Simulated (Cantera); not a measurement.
An adiabatic, constant-pressure homogeneous reactor starts with 8.38 % CH₄, 19.3 % O₂, 72.4 % N₂, equivalence ratio 0.87, at 1150 K and 7500 Torr.

Model: GRI-Mech 3.0 (53 species, 325 reactions), integrated in Cantera.

Task: Predict: time of steepest temperature rise; temperature at 4.00 s; equilibrium temperature; x(O₂) at 4.00 s; x(H) at 4.00 s; x(NO) at 4.00 s; x(HCO) at 4.00 s.

Result: 
```
Quantity                                                               Value
---------------------------------  -----------------------------------------
time of steepest temperature rise                                    8.39 ms
temperature at 4.00 s                                                 2647 K
equilibrium temperature                                               2647 K
x(O₂) at 4.00 s                        0.0247 (gas-phase equilibrium 0.0247)
x(H) at 4.00 s                     0.000898 (gas-phase equilibrium 0.000898)
x(NO) at 4.00 s                      0.00958 (gas-phase equilibrium 0.00958)
x(HCO) at 4.00 s                     1.16e-8 (gas-phase equilibrium 1.16e-8)
```
